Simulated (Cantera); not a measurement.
A perfectly stirred reactor is fed with NH₃ : N₂ = 1 : 0.81 (molar parts), at 0.0100 bar; it is held at 1650 K, and followed from long to short residence time.

Cantera simulation using the gas-phase N/H chemistry of the illustrative SiF4/NH3 mechanism in the Surface Chemkin manual (1991); the numbers are that mechanism's predictions, not measurements. Walls and surfaces, which speed up NH3 decomposition in real reactors, are not modelled.

**Question.** Predict: x(NH₃) at τ = 4.00 s; x(N) at τ = 4.00 s; x(NH₂) at τ = 4.00 s; x(H) at τ = 4.00 s; x(N₂) at τ = 4.00 s; x(NH₃) at τ = 12.0 ms; x(NH₂) at τ = 12.0 ms; x(H) at τ = 12.0 ms; x(N₂) at τ = 12.0 ms.

**Answer.** 
```
Quantity                 Result
---------------------  --------
x(NH₃) at τ = 4.00 s      0.513
x(N) at τ = 4.00 s      4.10e-8
x(NH₂) at τ = 4.00 s   0.000220
x(H) at τ = 4.00 s      6.74e-6
x(N₂) at τ = 4.00 s       0.449
x(NH₃) at τ = 12.0 ms     0.552
x(NH₂) at τ = 12.0 ms   1.35e-5
x(H) at τ = 12.0 ms     1.03e-8
x(N₂) at τ = 12.0 ms      0.448
```
